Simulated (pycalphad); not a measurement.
Effect of Si content in Fe-Si

CALPHAD calculation (pycalphad, COST 507 light-alloy database (1999)), 1 atm. The database dates from 1999; later assessments differ in places, in temperatures and in the compounds included. Amounts are mole fractions of atoms.

```
alloy               liquidus (K)  first solid  solidus (K)  phases at 1010 K
------------------  ------------  -----------  -----------  ----------------
Fe-0.2976Si (wt.%)    (withheld)       BCC_A2   (withheld)       BCC_A2 1.00
Fe-0.5969Si (wt.%)          1802       BCC_A2         1796       BCC_A2 1.00
Fe-0.9032Si (wt.%)          1797       BCC_A2         1789       BCC_A2 1.00
Fe-1.206Si (wt.%)           1792       BCC_A2         1782       BCC_A2 1.00
Fe-2.441Si (wt.%)           1771       BCC_A2         1754       BCC_A2 1.00
Fe-5.003Si (wt.%)           1726       BCC_A2         1701       BCC_A2 1.00
```

Q: Some entries are withheld; supply them.

A: 
- Fe-0.2976Si (wt.%), liquidus (K): 1806
- Fe-0.2976Si (wt.%), solidus (K): 1803

BCC_A2 is bcc.
